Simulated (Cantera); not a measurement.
A freely propagating, adiabatic, planar premixed flame of 10.2 % CH₄, 0.459 % H₂, 18.8 % O₂, 70.5 % N₂, equivalence ratio 1.1, unburnt at 400 K and 100.0 Torr; mixture-averaged transport, grid criteria slope 0.08 and curve 0.16, no radiation.

Computed with Cantera and GRI-Mech 3.0 (53 species, 325 reactions). Burning velocities carry a grid error of a few per cent, more on coarse grids.

### Question
Predict: laminar burning velocity; thermal thickness; peak x(CH₂O); peak x(CH₂); peak x(HCN).

### Answer
| Property | Result |
|---|---|
| laminar burning velocity | 96.6 cm/s |
| thermal thickness | 2.16 mm |
| peak x(CH₂O) | 0.000974 |
| peak x(CH₂) | 6.57e-5 |
| peak x(HCN) | 4.84e-6 |
